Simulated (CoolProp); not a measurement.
2000 sccm (0 °C, 1 atm) of nitrogen bubbles through liquid octamethylcyclotetrasiloxane (D4) at 361.8 K and leaves saturated at a total pressure of 0.0921 MPa (ideal gas phase). Each further row changes one setting.

The numbers come from the reference Helmholtz-energy equation of state, Thol 2015 in CoolProp.

```
case                      vapour pressure (kPa)  mole fraction of vapour  delivery (mg/min)  delivery (sccm)  change of delivery for a bath 1 K warmer (%)
------------------------  ---------------------  -----------------------  -----------------  ---------------  --------------------------------------------
as stated                                  5.37               (withheld)               1640       (withheld)                                           4.9
bath temperature 366.8 K             (withheld)               (withheld)               2070              157                                           4.8
total pressure 0.184 MPa                   5.37               (withheld)         (withheld)             60.1                                    (withheld)
```

Question: Fill in the missing entries.

Answer: 
- as stated, mole fraction of vapour: 0.0583
- as stated, delivery (sccm): 124
- bath temperature 366.8 K, vapour pressure (kPa): 6.69
- bath temperature 366.8 K, mole fraction of vapour: 0.0726
- total pressure 0.184 MPa, mole fraction of vapour: 0.0292
- total pressure 0.184 MPa, delivery (mg/min): 796
- total pressure 0.184 MPa, change of delivery for a bath 1 K warmer (%): 4.7
